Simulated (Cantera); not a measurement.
Mixture: CO : H2 : CH4 : O2 : N2 = 1 : 0.061 : 0.056 : 0.988 : 3.72 (molar parts), at 3.16 atm, adiabatic and at constant pressure. Ignition delay is the time to a rise of 400 K.

Cantera simulation using GRI-Mech 3.0 (53 species, 325 reactions); the numbers are that mechanism's predictions, not measurements. Where the delays flatten at high temperature, the 400 K rule measures the pace of heat release, not the induction time.

**Question.** Predict: delay at 1100 K; delay at 1300 K; delay at 1500 K; delay at 1700 K; delay at 1900 K.

**Answer.** 
```json
{
  "delay at 1100 K": "0.551 ms",
  "delay at 1300 K": "63.3 µs",
  "delay at 1500 K": "28.3 µs",
  "delay at 1700 K": "19.6 µs",
  "delay at 1900 K": "16.9 µs"
}
```
